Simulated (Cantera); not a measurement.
# Pyrogenic steam for wet oxidation

An isothermal, constant-pressure homogeneous reactor starts with 33.3 % H2, 27.8 % O2, 38.9 % N2, at 1125 K and 0.133 bar.

Cantera simulation using the H2/O2 subset of GRI-Mech 3.0, which has no nitrogen chemistry; the numbers are that mechanism's predictions, not measurements. The temperature is held fixed by assumption; the heat of reaction is taken as removed at once.

```csv
t (s),x H2,x O2,x OH,x H,x O,x H2O,x HO2
2.00e-6,0.333,0.278,1.14e-11,3.66e-10,1.49e-11,7.51e-12,3.75e-10
7.43e-6,0.333,0.278,8.86e-11,1.45e-9,1.57e-10,2.33e-10,1.40e-9
2.76e-5,0.333,0.278,8.37e-10,1.03e-8,1.75e-9,7.20e-9,5.44e-9
0.000102,0.333,0.278,1.09e-7,1.28e-6,2.32e-7,1.55e-6,7.47e-8
0.000381,0.0442,0.153,0.00749,0.102,0.0215,0.256,3.81e-5
0.00141,0.00248,0.134,0.00125,0.000711,0.000784,0.396,3.04e-5
0.00525,0.000146,0.133,0.000254,7.44e-6,3.66e-5,0.400,5.56e-6
0.0195,9.54e-6,0.133,8.25e-5,2.03e-7,3.51e-6,0.400,6.00e-7
0.0725,9.42e-7,0.133,3.31e-5,1.15e-8,5.61e-7,0.400,9.08e-8
0.269,1.70e-7,0.133,1.54e-5,1.12e-9,1.22e-7,0.400,2.01e-8
1.00,4.02e-8,0.133,7.68e-6,1.41e-10,3.05e-8,0.400,6.41e-9
```
x: mole fraction; the columns are a selection and need not sum to one.

Equilibrium at this temperature and pressure: H2 7.28e-9, O2 0.133, OH 2.99e-6, H 1.05e-11, O 4.65e-9, H2O 0.400, HO2 4.74e-9 (gas phase only).
